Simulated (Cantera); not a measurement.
**CaCO3 + H2 + H2O (calcination and drying)**

A closed system holds: 1 mol CaCO3, 5.5 mol H2, 8.9 mol H2O, equilibrated at 2200 K and 87.0 Pa.

These are equilibrium values from Cantera (NASA tables, ideal gas, pure condensed phases), not measurements of a reactor. Candidate condensed phases: C, C6H6, C7H8, C8H18, Ca, CaCO3, CaO, Ca(OH)2, H2O; 115 gas species. The numbers say what is thermodynamically allowed, not how fast it happens.

- x(H2O): 0.531
- x(H2): 0.268
- x(H): 0.0988
- x(CO): 0.0435
- x(OH): 0.0274
- x(CO2): 0.0164
- x(O): 0.00704
- x(O2): 0.00590
- x(Ca): 0.00119
- n(CaO(s)): 0.964 mol
- gas amount: 16.70 mol
- log10 activity of Ca(l) (absent): -6.81
- log10 activity of C(graphite) (absent): -8.96
